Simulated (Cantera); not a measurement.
A closed system holds: 1 mol CH3SiH3, 0.1 mol C2H2, a varied amount of H2, at 998 K and 32.0 mbar.

Equilibrium computed with Cantera from the NASA thermochemical tables; the gas is ideal and each condensed phase is pure. Candidate condensed phases: C, C6H6, C7H8, C8H18, Si, SiC; 87 gas species. The feed counts by its element totals alone. Equilibrium is a limit: real reactors are often held back by kinetics, nucleation or transport.

Problem. Which condensed phases are stable at each of these points (n(H2) (mol)): 15, 20, 25, 32, 41, 52, 67, 85, 110, 140, 180, 230?

Solution. 
| n(H2) (mol) | condensed phases | Si condensed (%) |
|---|---|---|
| 15 | C(graphite) + SiC(s) | 100.0 |
| 20 | C(graphite) + SiC(s) | 100.0 |
| 25 | C(graphite) + SiC(s) | 100.0 |
| 32 | C(graphite) + SiC(s) | 100.0 |
| 41 | C(graphite) + SiC(s) | 100.0 |
| 52 | C(graphite) + SiC(s) | 100.0 |
| 67 | SiC(s) | 100.0 |
| 85 | SiC(s) | 100.0 |
| 110 | SiC(s) | 100.0 |
| 140 | SiC(s) | 100.0 |
| 180 | SiC(s) | 100.0 |
| 230 | SiC(s) | 100.0 |

From 15 mol H2 to 52 mol H2 the condensed part is C(graphite) + SiC(s). From 67 mol H2 to 230 mol H2 the condensed part is SiC(s).
